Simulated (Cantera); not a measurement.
**Thermodynamics of metals in furnace atmospheres, feed Cu + H2O + N2**

A closed system holds: 1 mol Cu, 1.6 mol H2O, a varied amount of N2, at 38.3 Torr.

Equilibrium computed with Cantera from the NASA thermochemical tables; the gas is ideal and each condensed phase is pure. Candidate condensed phases: Cu, CuO, Cu(OH)2, Cu2O, H2O; 27 gas species. Equilibrium is a limit: real reactors are often held back by kinetics, nucleation or transport.

Stable condensed phases:

```
T in K \ n(N2) in mol
         7.5 8.8  10  12  14  17  20  23  27  32  37  44
   1973    A   A   A   A   B   B   B   B   B   B   B   B
   1923    A   A   A   A   A   A   A   B   B   B   B   B
   1873    A   A   A   A   A   A   A   A   A   A   A   B
   1823    A   A   A   A   A   A   A   A   A   A   A   A
   1773    A   A   A   A   A   A   A   A   A   A   A   A
   1723    A   A   A   A   A   A   A   A   A   A   A   A
   1673    A   A   A   A   A   A   A   A   A   A   A   A
   1623    A   A   A   A   A   A   A   A   A   A   A   A
   1573    A   A   A   A   A   A   A   A   A   A   A   A
   1523    A   A   A   A   A   A   A   A   A   A   A   A
   1473    A   A   A   A   A   A   A   A   A   A   A   A
   1423    A   A   A   A   A   A   A   A   A   A   A   A
```

A: Cu; B: gas only.
